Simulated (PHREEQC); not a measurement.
Dissolve 0.0091 mol Mg(NO3)2 and 0.00074 mol H2SO4 per kg of water at 25 °C. Closed to the air; pH follows from the charge balance.

Model: ion-association model, phreeqc.dat, run in PHREEQC.

| quantity | before | after |
|---|---|---|
| pH | 2.90 | 6.77 |
| ionic strength (mol/kgw) | 0.0284 | 0.0273 |

Q: Name the change that produced these shifts.
(A) H2SO4 left out
(B) H2SO4 from 0.00074 to 0.00037 mol/kgw
(C) Mg(NO3)2 from 0.0091 to 0.00819 mol/kgw
(D) Mg(NO3)2 from 0.0091 to 0.00182 mol/kgw
(E) temperature from 25 to 45 °C

A: A, H2SO4 left out

Precipitation was switched off in this run.
